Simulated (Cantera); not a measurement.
Feed: 1 mol Fe, 0.14 mol HCl, 1.7 mol H2, equilibrated at 21.8 Torr.

These are equilibrium values from Cantera (NASA tables, ideal gas, pure condensed phases), not measurements of a reactor. Candidate condensed phases: Fe, FeCl2, FeCl3; 11 gas species. Rates play no part.

Problem. Which condensed phases are stable at each of these points (T (K)): 825, 900, 975, 1050, 1125, 1200, 1275, 1350, 1425, 1500?

Solution. 
```csv
T (K),condensed phases,Fe condensed (%)
825,Fe(α),99.9
900,Fe(α),99.9
975,Fe(α),99.8
1050,Fe(α),99.8
1125,Fe(α),99.7
1200,Fe(γ),99.6
1275,Fe(γ),99.5
1350,Fe(γ),99.5
1425,Fe(γ),99.4
1500,Fe(γ),99.3
```

From 825 K to 1125 K the condensed part is Fe(α). From 1200 K to 1500 K the condensed part is Fe(γ).
